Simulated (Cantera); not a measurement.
Charge: 1 mol Al(CH₃)₃, 16 mol H₂O, 6 mol H₂, at 1823.15 K and 0.203 Torr.

Equilibrium computed with Cantera from the NASA thermochemical tables; the gas is ideal and each condensed phase is pure. Candidate condensed phases: Al, Al₂O₃, C, C₆H₆, C₇H₈, C₈H₁₈, H₂O; 121 gas species. The feed counts by its element totals alone. Rates play no part.

Base state: H₂ 0.510, H₂O 0.369, CO 0.0850, H 0.0189, CO₂ 0.0157, OH 0.000950, O 2.70e-5 (mole fractions); condensed: Al₂O₃(s).

Q: What changes in the equilibrium state with this change: pressure from 0.203 Torr to 0.975 Torr?

A: 
| species | before | after |
|---|---|---|
| H₂ | 0.510 | 0.518 |
| H₂O | 0.369 | 0.372 |
| CO | 0.0850 | 0.0855 |
| H | 0.0189 | 0.00866 |
| CO₂ | 0.0157 | 0.0157 |
| O | 2.70e-5 | 5.56e-6 |
| OH | 0.000950 | 0.000433 |
| Al₂O₃(s), mol | 0.500 | 0.500 |
